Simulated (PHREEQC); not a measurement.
Solution A (0.025 mol/kgw NaOH, 0.00012 mol/kgw Na2B4O7 and 0.0094 mol/kgw KBr) is mixed with solution B (0.0027 mol Cu(BF4)2, 6e-05 mol HNO3 and 0.0051 mol H3BO3 per kg of water) at 25 °C; shares are by mass of water, 1 kg in all. Oxygen is held at 0.21 atm. No CO2 enters from the air. Solids allowed: Tenorite, Cu2(OH)3NO3, CuF2:2H2O. Others were left out.

The series has 11 steps of share of solution B, from 0 to 1.

The numbers come from PHREEQC with the ion-association model, wateq4f.dat.

Task: Which solids form, in which order, and at which step of the series does each first stand?

Result: Tenorite from share of solution B = 0.1 (pH 12.21), last present at share of solution B = 0.6.

Task: Between which two steps does the pH jump most, and from what to what?

Result: Between share of solution B = 0.5 and 0.6: from 8.86 to 5.38.

Complexes and solids missing from the database can't appear. Real BF4- forms and hydrolyses slowly; the run takes it at equilibrium. The database's constant for dissolved Cu(OH)2 is higher than later reviews accept.
